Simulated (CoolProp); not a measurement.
Vapour-liquid equilibrium of R22 (1) + R113 (2) at 269.4 K; x and y are mole fractions of (1).

Computed with CoolProp (multi-fluid Helmholtz-energy mixture model, Kamei 1995 and Marx 1992; pair parameters Bell 2016).

Give the bubble pressure and the first vapour's composition at x = 0.05, 0.8, 0.875. Is there an azeotrope?

x = 0.05: 0.3807 bar, y = 0.683; x = 0.8: 3.600 bar, y = 0.988; x = 0.875: 3.876 bar, y = 0.992. No azeotrope shows between x = 0.05 and 0.95.

Pair parameters are fitted to limited data, so mixtures are less certain than the pure fluids.
